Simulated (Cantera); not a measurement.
A perfectly stirred reactor is fed with CH4 : H2 = 1 : 15 (molar parts), at 100.0 Torr; it is held at 2000 K, and followed from long to short residence time.

Computed with Cantera and GRI-Mech 3.0 (53 species, 325 reactions). GRI-Mech 3.0 stops at C3 and has no aromatics, soot or wall deposition, so with more carbon than oxygen in the feed, carbon stays in small species such as C2H2 where larger ones or solid carbon would form.

Question: What does this change do: pressure from 100.0 Torr to 1500 Torr?

Answer: 
```
quantity                  before     after
----------------------  --------  --------
x(CH4) at τ = 0.360 s    0.00399   0.00575
x(H2) at τ = 0.360 s       0.964     0.966
x(CH2) at τ = 0.360 s    1.84e-6   2.02e-7
x(CH3) at τ = 0.360 s   0.000344  0.000133
x(C2H6) at τ = 0.360 s   1.66e-7   4.42e-7
x(CH4) at τ = 50.0 ms     0.0109   0.00974
x(H2) at τ = 50.0 ms       0.961     0.964
x(CH2) at τ = 50.0 ms    4.05e-6   3.32e-7
x(CH3) at τ = 50.0 ms   0.000871  0.000224
x(C2H6) at τ = 50.0 ms   1.12e-6   1.04e-6
```

Question: What does this change do: H2 15 to 63 parts?

Answer: 
```tsv
quantity	before	after
x(CH4) at τ = 0.360 s	0.00399	0.00196
x(H2) at τ = 0.360 s	0.964	0.987
x(CH2) at τ = 0.360 s	1.84e-6	9.31e-7
x(CH3) at τ = 0.360 s	0.000344	0.000169
x(C2H6) at τ = 0.360 s	1.66e-7	3.97e-8
x(CH4) at τ = 50.0 ms	0.0109	0.00489
x(H2) at τ = 50.0 ms	0.961	0.986
x(CH2) at τ = 50.0 ms	4.05e-6	2.01e-6
x(CH3) at τ = 50.0 ms	0.000871	0.000398
x(C2H6) at τ = 50.0 ms	1.12e-6	2.30e-7
```
